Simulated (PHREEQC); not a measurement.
Consider water at 90 °C with 0.003 mol/kgw CuCl2, 0.21 mol/kgw HNO3 and 0.002 mol/kgw KCl. Closed to the air; pH follows from the charge balance.

The numbers come from PHREEQC with the ion-association model, wateq4f.dat.

Task: The ionic strength comes out as 0.221 mol/kgw. What activity coefficients do CuCl+, K+, NO3-, Cl-, Cu+2 get?

Result: CuCl+ 0.68, K+ 0.67, NO3- 0.65, Cl- 0.67, Cu+2 0.27.

Precipitation was switched off in this run. At this temperature some constants are extrapolated from 25 °C, and those without enthalpy data are left unchanged.
